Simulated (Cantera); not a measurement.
Feed: 1 mol H₂S, 2.3 mol H₂O, 1.2 mol H₂, equilibrated at 2825 K and 7.50 Torr.

These are equilibrium values from Cantera (NASA tables, ideal gas, pure condensed phases), not measurements of a reactor. Candidate condensed phases: H₂O, H₂SO₄, S; 19 gas species. Kinetics and transport are ignored.

Base state: H 0.439, H₂ 0.242, H₂O 0.0872, SO 0.0593, O 0.0517, OH 0.0455, S 0.0449, SO₂ 0.0173 (mole fractions); condensed: gas only.

Question: What changes in the equilibrium state with this change: H₂S replaced by NH₃?

Answer: 
```
species    before    after
-------  --------  -------
H           0.439    0.437
H₂          0.242    0.239
H₂O        0.0872    0.117
SO         0.0593        0
N₂              0   0.0592
S          0.0449        0
SO₂        0.0173        0
O₂        0.00745   0.0137
O          0.0517   0.0701
OH         0.0455   0.0613
SH        0.00391        0
NO              0  0.00267
S₂       0.000936        0
H₂S       8.95e-5        0
```

Question: What changes in the equilibrium state with this change: H₂ from 1.2 to 7.1 mol?

Answer: 
```
species    before     after
-------  --------  --------
H           0.439     0.505
H₂          0.242     0.320
H₂O        0.0872    0.0583
SO         0.0593    0.0218
SO₂        0.0173   0.00322
O          0.0517    0.0261
OH         0.0455    0.0264
S          0.0449    0.0327
O₂        0.00745   0.00190
S₂       0.000936  0.000496
SH        0.00391   0.00327
H₂S       8.95e-5   8.62e-5
```
